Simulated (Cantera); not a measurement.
Charge: 1 mol SiH4, 0.25 mol HCl, 160 mol H2, at 1.00 Torr.

Equilibrium computed with Cantera from the NASA thermochemical tables; the gas is ideal and each condensed phase is pure. Candidate condensed phases: Si; 19 gas species. Gases not in the tables: Si2H6 and higher silanes. Rates play no part.

Which condensed phases are stable at each of these points (T (K)): 1398, 1448, 1498, 1548, 1598, 1648, 1698, 1748?


```tsv
T (K)	condensed phases	Si condensed (%)
1398	Si(s)	99.9
1448	Si(s)	99.8
1498	Si(s)	99.7
1548	Si(s)	99.4
1598	Si(s)	98.5
1648	Si(s)	96.3
1698	Si(l)	91.0
1748	Si(l)	80.5
```

From 1398 K to 1648 K the condensed part is Si(s). From 1698 K to 1748 K the condensed part is Si(l).
